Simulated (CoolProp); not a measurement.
A Linde-Hampson liquefier for ethylene: isothermal reversible compression at 300 K from 1 atm to 30 MPa, throttling to 1 atm, return gas leaving the recuperator 0 K below the feed. Each further row changes one setting.

The numbers come from the reference Helmholtz-energy equation of state, Smukala 2000 in CoolProp.

```csv
case,liquid yield per pass,compression work (kJ/kg of gas)
as stated,[?],397
high pressure 60 MPa,[?],[?]
warm-end temperature 330 K,0.404,467
warm-end gap 5 K,0.475,397
```

### Question
Some entries are withheld; supply them.

### Answer

- as stated, liquid yield per pass: 0.481
- high pressure 60 MPa, liquid yield per pass: 0.454
- high pressure 60 MPa, compression work (kJ/kg of gas): 462
